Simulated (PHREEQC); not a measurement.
Make-up at 65 °C: 0.23 mol/kgw HF, 0.12 mol/kgw NH4F, 0.00017 mol/kgw H4SiO4 and 0.00088 mol/kgw HCl. Closed to the air; pH follows from the charge balance.

Computed with PHREEQC (ion-association model, wateq4f.dat).

Each row changes one thing in this solution. No solid was allowed to form.

```csv
case,pH,ionic strength (mol/kgw),HF (mol/kgw),F- (mol/kgw),HF2- (mol/kgw),H2F2 (mol/kgw),SI of Quartz (SiO2)
as made,3.03,0.121,0.153,0.0709,0.0491,0.0134,-9.74
HCl from 0.00088 to 0.0088 mol/kgw,2.97,0.121,0.160,0.0651,0.0471,0.0147,-9.75
NH4F from 0.12 to 0.132 mol/kgw,?,0.133,0.150,0.0785,0.0534,0.0129,-9.80
diluted 10-fold with water,?,0.0127,0.0208,0.0115,0.00106,0.000241,-5.53
HCl from 0.00088 to 0.000792 mol/kgw,3.03,0.121,0.153,0.0709,0.0491,0.0134,-9.74
HF from 0.23 to 0.46 mol/kgw,2.62,0.123,0.291,0.0526,0.0692,0.0485,-10.60
NH4F left out,1.98,0.0119,?,0.00589,0.00463,0.0177,-7.68
0.0094 mol/kgw CsF added,3.07,0.131,?,0.0768,0.0524,0.0130,-9.79
```

**Question.** What belongs in the gaps?

**Answer.** 
- NH4F from 0.12 to 0.132 mol/kgw, pH: 3.08
- diluted 10-fold with water, pH: 3.20
- NH4F left out, HF (mol/kgw): 0.178
- 0.0094 mol/kgw CsF added, HF (mol/kgw): 0.151

Species that the database lacks are ignored. wateq4f.dat counts part of the HF as a dimer, H2F2, which phreeqc.dat doesn't know; its constant is uncertain. Away from 25 °C the constants follow the database's enthalpies or fits; those with neither stay at their 25 °C values. SiF6-2 is the database's only silicon fluoride.
